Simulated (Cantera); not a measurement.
A Cantera script and what it prints.

```python
import numpy as np
import cantera as ct

gas_names = """
    H HNO HNO2 HNO3 HO2 H2 H2O H2O2 N NH NH2 NH3 NH2OH NO NO2 NO3 N2 N2H2 N2H4 N2O O OH O2 O3 Si SiH
    SiH2 SiH3 SiH4 SiN SiO SiO2 Si2 Si2N Si3
""".split()
cond_names = """
    H2O(s) H2O(L) Si(cr) Si(L) SiO2(Lqz) SiO2(hqz) SiO2(L) Si2N2O(s) Si3N4(a)
""".split()


# ... load() reads the species with a 1 bar reference pressure and builds the phases ...
atoms = {
    'Si': {'Si': 1},
    'N2O': {'N': 2, 'O': 1},
    'H2': {'H': 2},
}
top_T = {'Si2N2O(s)': 2100, 'Si3N4(a)': 2400}  # K; cautious upper limits of use, not melting points


# ... equilibrate(T, P, feed) seeds the gas with the atoms and calls Mixture.equilibrate('TP', solver="vcs", rtol=1e-11, max_steps=5000) ...
results = []
T = 1798  # K
P = 100000  # Pa
for m in [24, 32, 44, 60, 81, 110, 150, 200, 270, 370, 500, 680]:
    feed = {'Si': 1, 'N2O': 1, 'H2': m}  # mol
    mix = equilibrate(T, P, feed)
    results.append((T, P, feed, dict(zip(mix.species_names, mix.species_moles))))
    x = sorted(zip(gas.X, gas.species_names), reverse=True)
    print(f"T = {T:g} K  P = {P:g} Pa  n(H2) = {m:g} mol  gas = {mix.phase_moles(0):.4g} mol")
    print("   x: " + "  ".join(f"{s} {v:.3e}" for v, s in x if v > 0.0001))
    print("   condensed (mol): " + ("  ".join(f"{mix.phase(i).name} {mix.phase_moles(i):.4g}"
          for i in range(1, mix.n_phases) if mix.phase_moles(i) > 1e-12) or "none"))
```

Result:

```
T = 1798 K  P = 100000 Pa  n(H2) = 24 mol  gas = 24.85 mol
   x: H2 9.653e-01  N2 2.852e-02  SiO 5.440e-03  H2O 3.743e-04  H 3.459e-04
   condensed (mol): SiO2(L) 0.2821  Si2N2O(s) 0.2914
T = 1798 K  P = 100000 Pa  n(H2) = 32 mol  gas = 32.93 mol
   x: H2 9.713e-01  N2 2.210e-02  SiO 5.923e-03  H 3.470e-04  H2O 3.460e-04
   condensed (mol): SiO2(L) 0.2607  Si2N2O(s) 0.2721
T = 1798 K  P = 100000 Pa  n(H2) = 44 mol  gas = 45.06 mol
   x: H2 9.760e-01  N2 1.685e-02  SiO 6.483e-03  H 3.478e-04  H2O 3.176e-04
   condensed (mol): SiO2(L) 0.2264  Si2N2O(s) 0.2407
T = 1798 K  P = 100000 Pa  n(H2) = 60 mol  gas = 61.25 mol
   x: H2 9.792e-01  N2 1.313e-02  SiO 7.045e-03  H 3.484e-04  H2O 2.932e-04
   condensed (mol): SiO2(L) 0.1776  Si2N2O(s) 0.1955
T = 1798 K  P = 100000 Pa  n(H2) = 81 mol  gas = 82.51 mol
   x: H2 9.813e-01  N2 1.052e-02  SiO 7.586e-03  H 3.488e-04  H2O 2.729e-04
   condensed (mol): SiO2(L) 0.1097  Si2N2O(s) 0.1321
T = 1798 K  P = 100000 Pa  n(H2) = 110 mol  gas = 111.9 mol
   x: H2 9.827e-01  N2 8.579e-03  SiO 8.119e-03  H 3.490e-04  H2O 2.553e-04
   condensed (mol): SiO2(L) 0.01152  Si2N2O(s) 0.03993
T = 1798 K  P = 100000 Pa  n(H2) = 150 mol  gas = 152 mol
   x: H2 9.867e-01  N2 6.463e-03  SiO 6.347e-03  H 3.497e-04  H2O 1.180e-04
   condensed (mol): Si2N2O(s) 0.01756
T = 1798 K  P = 100000 Pa  n(H2) = 200 mol  gas = 202 mol
   x: H2 9.898e-01  N2 4.901e-03  SiO 4.850e-03  H 3.503e-04
   condensed (mol): Si2N2O(s) 0.009733
T = 1798 K  P = 100000 Pa  n(H2) = 270 mol  gas = 272 mol
   x: H2 9.923e-01  N2 3.661e-03  SiO 3.639e-03  H 3.507e-04
   condensed (mol): Si2N2O(s) 0.00395
T = 1798 K  P = 100000 Pa  n(H2) = 370 mol  gas = 372.1 mol
   x: H2 9.943e-01  N2 2.687e-03  SiO 2.677e-03  H 3.511e-04
   condensed (mol): none
T = 1798 K  P = 100000 Pa  n(H2) = 500 mol  gas = 502.1 mol
   x: H2 9.957e-01  N2 1.991e-03  SiO 1.982e-03  H 3.513e-04
   condensed (mol): none
T = 1798 K  P = 100000 Pa  n(H2) = 680 mol  gas = 682.1 mol
   x: H2 9.967e-01  N2 1.465e-03  SiO 1.458e-03  H 3.515e-04
   condensed (mol): none
```

These are equilibrium values from Cantera (NASA tables, ideal gas, pure condensed phases), not measurements of a reactor. Mutual solubility and eutectic melting of coexisting phases are not modelled. The tables hold silica as quartz up to 1696 K and as liquid above; real silica turns to tridymite and cristobalite and melts near 1996 K.
